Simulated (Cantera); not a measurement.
A Cantera script and what it prints.

```python
import numpy as np
import cantera as ct

gas_names = """
    H HI H2 I I2 N NH NH2 NH3 N2 N2H2 N2H4 Na NaH NaI Na2
""".split()
cond_names = """
    I2(cr) I2(L) Na(cr) Na(L) NaI(s) NaI(L)
""".split()


def load(file, names, dense=False):
    # The tables refer to 1 bar. Condensed volumes are neglected.
    table = {s.name: s for s in ct.Species.list_from_file(file)}
    out = []
    for n in names:
        d = dict(table[n].input_data)
        d["thermo"] = dict(d["thermo"], **{"reference-pressure": 1e5})
        if dense:
            d["equation-of-state"] = {"model": "constant-volume", "density": "1e6 g/cm^3"}
        out.append(ct.Species.from_dict(d))
    return out


gas = ct.Solution(thermo="ideal-gas", species=load("nasa_gas.yaml", gas_names))
cond = {s.name: ct.Solution(thermo="fixed-stoichiometry", species=[s], name=s.name)
        for s in load("nasa_condensed.yaml", cond_names, dense=True)}
atoms = {
    'NaI': {'Na': 1, 'I': 1},
    'H2': {'H': 2},
    'N2': {'N': 2},
}
top_T = {}  # K; cautious upper limits of use, not melting points


def equilibrate(T, P, feed):
    n = {}
    for name, mol in feed.items():
        for a, k in atoms[name].items():
            n[a] = n.get(a, 0.0) + k * mol
    gas.TPX = T, P, n
    mass = sum(n.values()) * gas.mean_molecular_weight
    gas.equilibrate("TP")
    valid = [c for c in cond.values() if c.min_temp <= T <= top_T.get(c.name, c.max_temp)]
    mix = ct.Mixture([(gas, mass / gas.mean_molecular_weight)] + [(c, 0.0) for c in valid])
    mix.T, mix.P = T, P
    mix.equilibrate("TP", solver="vcs", rtol=1e-11, max_steps=5000)
    return mix


results = []
feed = {'NaI': 1, 'H2': 21, 'N2': 8.9}  # mol
T = 2175  # K
for P in [0.1, 1, 10, 100, 1000, 10000, 100000]:
    mix = equilibrate(T, P, feed)
    results.append((T, P, feed, dict(zip(mix.species_names, mix.species_moles))))
    x = sorted(zip(gas.X, gas.species_names), reverse=True)
    print(f"T = {T:g} K  P = {P:g} Pa  gas = {mix.phase_moles(0):.4g} mol")
    print("   x: " + "  ".join(f"{s} {v:.3e}" for v, s in x if v > 1e-06))
    print("   condensed (mol): " + ("  ".join(f"{mix.phase(i).name} {mix.phase_moles(i):.4g}"
          for i in range(1, mix.n_phases) if mix.phase_moles(i) > 1e-12) or "none"))
```

Output:

```
T = 2175 K  P = 0.1 Pa  gas = 51.63 mol
   x: H 7.644e-01  N2 1.724e-01  H2 2.452e-02  Na 1.937e-02  I 1.937e-02  N 3.826e-06  HI 1.204e-06
   condensed (mol): none
T = 2175 K  P = 1 Pa  gas = 45.81 mol
   x: H 6.073e-01  N2 1.943e-01  H2 1.548e-01  Na 2.183e-02  I 2.182e-02  HI 1.078e-05  NaI 1.832e-06  N 1.284e-06
   condensed (mol): none
T = 2175 K  P = 10 Pa  gas = 37.74 mol
   x: H2 4.018e-01  H 3.094e-01  N2 2.358e-01  Na 2.647e-02  I 2.641e-02  HI 6.649e-05  NaI 2.689e-05  NaH 1.343e-06
   condensed (mol): none
T = 2175 K  P = 100 Pa  gas = 33.84 mol
   x: H2 5.625e-01  N2 2.630e-01  H 1.158e-01  Na 2.922e-02  I 2.895e-02  NaI 3.253e-04  HI 2.727e-04  NaH 5.546e-06
   condensed (mol): none
T = 2175 K  P = 1000 Pa  gas = 32.42 mol
   x: H2 6.280e-01  N2 2.745e-01  H 3.869e-02  Na 2.792e-02  I 2.708e-02  NaI 2.909e-03  HI 8.526e-04  NaH 1.771e-05
   condensed (mol): none
T = 2175 K  P = 10000 Pa  gas = 31.67 mol
   x: H2 6.559e-01  N2 2.810e-01  Na 1.896e-02  I 1.724e-02  NaI 1.258e-02  H 1.250e-02  HI 1.754e-03  NaH 3.887e-05
   condensed (mol): none
T = 2175 K  P = 100000 Pa  gas = 31.21 mol
   x: H2 6.698e-01  N2 2.852e-01  NaI 2.310e-02  Na 8.891e-03  I 6.753e-03  H 3.995e-03  HI 2.195e-03  NaH 5.824e-05  NH3 4.499e-06
   condensed (mol): none
```

These are equilibrium values from Cantera (NASA tables, ideal gas, pure condensed phases), not measurements of a reactor. Gases not in the tables: NaBr and NaI dimers.
